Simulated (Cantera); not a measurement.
What does this Cantera script print?

```python
import numpy as np
import cantera as ct

gas = ct.Solution("gri30.yaml")
gas.TPX = 2150, 16000, {'NO': 1, 'N2': 1.1}
reactor = ct.IdealGasConstPressureReactor(gas, energy="off", clone=False)
net = ct.ReactorNet([reactor])
net.rtol, net.atol = 1e-08, 1e-18
show = ['NO', 'N2', 'NO2', 'O', 'N2O', 'O2']
times = np.geomspace(2e-05, 2, 9)

steps = ct.SolutionArray(gas, extra=["t"])
rows = []
print(f"{'t/s':>10s}{'T/K':>9s}{'P/Pa':>11s}" + "".join(f"{s:>11s}" for s in show))
for t in times:
    while net.time < t:
        t_next = net.step()
        steps.append(gas.state, t=t_next)
    rows.append([np.interp(t, steps.t, y) for y in (steps.T, steps.P, *steps(*show).X.T)])
    print(f"{t:10.3e}{rows[-1][0]:9.1f}{rows[-1][1]:11.4g}" + "".join(f"{x:11.3e}" for x in rows[-1][2:]))
rate = np.gradient(steps.T, steps.t)
print("integrator steps:", len(steps.t))
if steps.T.max() > steps.T[0] + 200:
    print(f"time of steepest temperature rise: {steps.t[rate.argmax()]:.4e} s")
gas.TPX = 2150, 16000, {'NO': 1, 'N2': 1.1}
gas.equilibrate("TP")
print(f"equilibrium (TP): T = {gas.T:.1f} K  " + "  ".join(f"{s} {gas[s].X[0]:.3e}" for s in show))
```

Result:

```
       t/s      T/K       P/Pa         NO         N2        NO2          O        N2O         O2
 2.000e-05   2150.0    1.6e+04  4.762e-01  5.238e-01  1.800e-08  2.327e-06  2.299e-06  5.271e-09
 8.434e-05   2150.0    1.6e+04  4.762e-01  5.238e-01  2.790e-07  9.909e-06  9.393e-06  9.456e-08
 3.557e-04   2150.0    1.6e+04  4.761e-01  5.238e-01  3.153e-06  4.448e-05  3.476e-05  1.806e-06
 1.500e-03   2150.0    1.6e+04  4.757e-01  5.239e-01  2.075e-05  2.185e-04  8.890e-05  4.394e-05
 6.325e-03   2150.0    1.6e+04  4.736e-01  5.248e-01  5.009e-05  5.548e-04  1.041e-04  8.678e-04
 2.667e-02   2150.0    1.6e+04  4.637e-01  5.297e-01  6.148e-05  6.669e-04  9.738e-05  5.750e-03
 1.125e-01   2150.0    1.6e+04  4.181e-01  5.524e-01  8.982e-05  9.883e-04  7.467e-05  2.832e-02
 4.743e-01   2150.0    1.6e+04  2.360e-01  6.432e-01  9.706e-05  1.747e-03  2.106e-05  1.189e-01
 2.000e+00   2150.0    1.6e+04  2.883e-02  7.466e-01  1.617e-05  2.320e-03  4.874e-07  2.222e-01
integrator steps: 754
equilibrium (TP): T = 2150.0 K  NO 1.158e-02  N2 7.552e-01  NO2 6.624e-06  O 2.361e-03  N2O 2.528e-07  O2 2.308e-01
```

Computed with Cantera and GRI-Mech 3.0 (53 species, 325 reactions).
